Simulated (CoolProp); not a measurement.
Vapour-liquid equilibrium of o-xylene (1) + n-decane (2) at 0.00522 MPa; x and y are mole fractions of (1).

Values from CoolProp's multi-fluid Helmholtz-energy mixture model, Zhou 2012 and Lemmon 2006; pair parameters Bell 2016.

Give the bubble temperature and the first vapour's composition at x = 0.05, 0.725, 0.8. Is there an azeotrope?

x = 0.05: 83.3 °C, y = 0.137; x = 0.725: 63.8 °C, y = 0.900; x = 0.8: 62.4 °C, y = 0.932. No azeotrope shows between x = 0.05 and 0.95.

The pair parameters rest on a limited set of measurements; away from them the model extrapolates.
